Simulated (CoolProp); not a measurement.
Ethylene along the isotherm -27.05 °C: fugacity coefficient from the reference equation and from simpler models built on Tc = 9.2 °C, pc = 5042 kPa, ω = 0.087; each cubic takes its own stable root.

The numbers come from the reference Helmholtz-energy equation of state, Smukala 2000 in CoolProp.

| p (kPa) | phase | reference |
|---|---|---|
| 1400 | gas | 0.8591 |
| 2800 | liquid | 0.6038 |
| 4200 | liquid | 0.4205 |
| 5600 | liquid | 0.3293 |
| 7000 | liquid | 0.2749 |
| 8400 | liquid | 0.2390 |
| 9800 | liquid | 0.2136 |
| 11200 | liquid | 0.1948 |
| 12600 | liquid | 0.1804 |

**Question.** How far does each simpler model (Redlich-Kwong, Peng-Robinson) lie from the reference over these 9 states: mean and median of the absolute difference, and the worst?

**Answer.** 
- Redlich-Kwong: mean 5.4 %, median 5.9 %, worst +7.2 % at -27.05 °C and 12600 kPa
- Peng-Robinson: mean 1.8 %, median 1.7 %, worst -2.7 % at -27.05 °C and 12600 kPa
